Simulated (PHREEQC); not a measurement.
Model water analysis in mmol/kgw, 25 °C, pH 6.92:

```json
[
 {"constituent": "Na", "mmol/kgw": "167"},
 {"constituent": "K", "mmol/kgw": "1.46"},
 {"constituent": "Ca", "mmol/kgw": "1.81"},
 {"constituent": "Mg", "mmol/kgw": "2.81"},
 {"constituent": "Cl", "mmol/kgw": "164"},
 {"constituent": "S(6)", "mmol/kgw": "9.72"},
 {"constituent": "Alkalinity (meq/kgw)", "mmol/kgw": "0.368"},
 {"constituent": "Si", "mmol/kgw": "1.5"}
]
```

Valence states are taken as typed.

Computed with PHREEQC (Pitzer model, pitzer.dat).

No solid was allowed to form.

### Question
Order these C species by the share of C that they hold, largest first: HCO3-, CO2, CO3-2.

### Answer
HCO3- (83 %), CO2 (17 %), CO3-2 (0.11 %)

The pH is 6.92 and the ionic strength 0.195 mol/kgw.
